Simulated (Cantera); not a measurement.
Input (Python, Cantera) and output of one run.

```python
import numpy as np
import cantera as ct

gas_names = """
    CL CLO CL2 H HCL HOCL HO2 H2 H2O H2O2 O OH O2 O3 Si SiCL SiCL2 SiCL3 SiCL4 SiH SiHCL3 SiH2 SiH2CL2
    SiH3 SiH3CL SiH4 SiO SiO2 Si2 Si3
""".split()
cond_names = """
    H2O(s) H2O(L) Si(cr) Si(L) SiO2(Lqz) SiO2(hqz) SiO2(L)
""".split()


def load(file, names, dense=False):
    # The tables refer to 1 bar. Condensed volumes are neglected.
    table = {s.name: s for s in ct.Species.list_from_file(file)}
    out = []
    for n in names:
        d = dict(table[n].input_data)
        d["thermo"] = dict(d["thermo"], **{"reference-pressure": 1e5})
        if dense:
            d["equation-of-state"] = {"model": "constant-volume", "density": "1e6 g/cm^3"}
        out.append(ct.Species.from_dict(d))
    return out


gas = ct.Solution(thermo="ideal-gas", species=load("nasa_gas.yaml", gas_names))
cond = {s.name: ct.Solution(thermo="fixed-stoichiometry", species=[s], name=s.name)
        for s in load("nasa_condensed.yaml", cond_names, dense=True)}
atoms = {
    'SiCl4': {'Si': 1, 'CL': 4},
    'H2O': {'H': 2, 'O': 1},
    'H2': {'H': 2},
}
top_T = {}  # K; cautious upper limits of use, not melting points


def equilibrate(T, P, feed):
    n = {}
    for name, mol in feed.items():
        for a, k in atoms[name].items():
            n[a] = n.get(a, 0.0) + k * mol
    gas.TPX = T, P, n
    mass = sum(n.values()) * gas.mean_molecular_weight
    gas.equilibrate("TP")
    valid = [c for c in cond.values() if c.min_temp <= T <= top_T.get(c.name, c.max_temp)]
    mix = ct.Mixture([(gas, mass / gas.mean_molecular_weight)] + [(c, 0.0) for c in valid])
    mix.T, mix.P = T, P
    mix.equilibrate("TP", solver="vcs", rtol=1e-11, max_steps=5000)
    return mix


results = []
feed = {'SiCl4': 1, 'H2O': 3.4, 'H2': 0.12}  # mol
P = 133.322  # Pa
for T in [775, 825, 875, 925, 975, 1025, 1075, 1125, 1175]:
    mix = equilibrate(T, P, feed)
    results.append((T, P, feed, dict(zip(mix.species_names, mix.species_moles))))

top = {s: max(r[3][s] / sum(r[3][g] for g in gas_names) for r in results) for s in gas_names}
cols = sorted((s for s in top if top[s] > 0.0001), key=lambda s: -top[s])[:5]
seen = [c for c in cond_names if any(r[3].get(c, 0) > 1e-12 for r in results)]
print("log10 of partial pressures in bar; condensed amounts in mol")
print(f"{'T/K':>10s}" + "".join(f"{s[:9]:>10s}" for s in cols + seen))
for T, P, feed, n in results:
    ng = sum(n[g] for g in gas_names)
    print(f"{T:10.4g}" + "".join(f"{np.log10(max(n[s] / ng * P / 1e5, 1e-99)):10.3f}" for s in cols)
          + "".join(f"{n.get(c, 0):10.4g}" for c in seen))
```

Output:

```
log10 of partial pressures in bar; condensed amounts in mol
       T/K       HCL       H2O        H2 SiO2(Lqz) SiO2(hqz)
       775    -3.015    -3.471    -4.538         1         0
       825    -3.015    -3.471    -4.538         1         0
       875    -3.015    -3.471    -4.538         0         1
       925    -3.015    -3.471    -4.538         0         1
       975    -3.015    -3.471    -4.538         0         1
      1025    -3.015    -3.471    -4.538         0         1
      1075    -3.015    -3.471    -4.538         0         1
      1125    -3.015    -3.471    -4.538         0         1
      1175    -3.015    -3.471    -4.538         0         1
```

These are equilibrium values from Cantera (NASA tables, ideal gas, pure condensed phases), not measurements of a reactor. The tables hold silica as quartz up to 1696 K and as liquid above; real silica turns to tridymite and cristobalite and melts near 1996 K.
